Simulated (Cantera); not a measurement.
Feed: 1 mol C3H8, 3.8 mol H2, equilibrated at 1575 K and 370 Pa.

Cantera equilibrium calculation (NASA polynomials, part measured and part estimated; ideal gas, pure solids and liquids). Candidate condensed phases: C, C6H6, C7H8, C8H18; 76 gas species. Kinetics and transport are ignored.

Base state: H2 0.999, H 0.000683, C2H2 (acetylene) 2.11e-5 (mole fractions); condensed: C(graphite).

### Question
What changes in the equilibrium state with this change: temperature from 1575 K to 2473 K?

### Answer
```csv
species,before,after
H2,0.999,0.689
H,0.000683,0.304
C2H2 (acetylene),2.11e-5,0.00664
C2H,<1e-9,0.000199
C3,<1e-9,8.78e-5
C,<1e-9,3.09e-5
C4H2,<1e-9,2.64e-5
"C(graphite), mol",3.00,2.87
```

### Question
What changes in the equilibrium state with this change: temperature from 1575 K to 2998 K?

### Answer
| species | before | after |
|---|---|---|
| H | 0.000683 | 0.820 |
| H2 | 0.999 | 0.101 |
| C3 | <1e-9 | 0.0501 |
| C | <1e-9 | 0.0114 |
| C2H | <1e-9 | 0.00623 |
| C2 | <1e-9 | 0.00601 |
| C5 | <1e-9 | 0.000654 |
| C4 | <1e-9 | 0.000143 |
| CH | <1e-9 | 9.91e-5 |
| C(graphite), mol | 3.00 | 0 |
